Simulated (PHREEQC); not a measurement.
A column of 1 m (30 cells, dispersivity 0.05 m, 720 s a shift, diffusion coefficient 3e-10 m²/s) holds 0.0041 eq of the database's cation exchanger X per kg of pore water, first in equilibrium with 0.046 mol/kgw LiCl, 0.042 mol/kgw ZnCl2 and 1e-05 mol/kgw HCl. It is flushed with 0.0088 mol/kgw LiCl and 1e-05 mol/kgw HCl, at 25 °C. Values are for the last cell. No CO2 enters from the air. Precipitation was switched off in this run.

Computed with PHREEQC (ion-association model, phreeqc.dat).

Problem. Predict Zn in solution (mol/kgw), Cl in solution (mol/kgw), Li in solution (mol/kgw) at pore volumes = 0.5167, 0.9167.

Solution. 
| pore volumes | Zn in solution (mol/kgw) | Cl in solution (mol/kgw) | Li in solution (mol/kgw) |
|---|---|---|---|
| 0.5167 | 0.0411 | 0.127 | 0.0452 |
| 0.9167 | 0.0230 | 0.0753 | 0.0293 |
